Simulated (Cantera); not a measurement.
A closed system holds: 1 mol SiCl₄, 15 mol NO, held at 2098 K and 173 Torr.

Method: chemical equilibrium by Gibbs-energy minimisation in Cantera with the NASA 1993 tables (ideal gas, pure condensed phases). Candidate condensed phases: Si, SiO₂, Si₂N₂O, Si₃N₄; 23 gas species. The tables hold silica as quartz up to 1696 K and as liquid above; real silica turns to tridymite and cristobalite and melts near 1996 K. Kinetics and transport are ignored.

Base state: N₂ 0.415, O₂ 0.358, Cl 0.206, NO 0.00939, Cl₂ 0.00875, O 0.00171, ClO 0.000831 (mole fractions); condensed: SiO₂(l).

### Question
What changes in the equilibrium state with this change: temperature from 2098 K to 1375 K?

### Answer
| species | before | after |
|---|---|---|
| N₂ | 0.415 | 0.465 |
| O₂ | 0.358 | 0.402 |
| Cl₂ | 0.00875 | 0.116 |
| Cl | 0.206 | 0.0166 |
| O | 0.00171 | 8.42e-7 |
| NO | 0.00939 | 0.000668 |
| ClO | 0.000831 | 0.000147 |
| SiO₂(l), mol | 1.000 | 0 |
| SiO₂(β-quartz), mol | 0 | 1.00 |
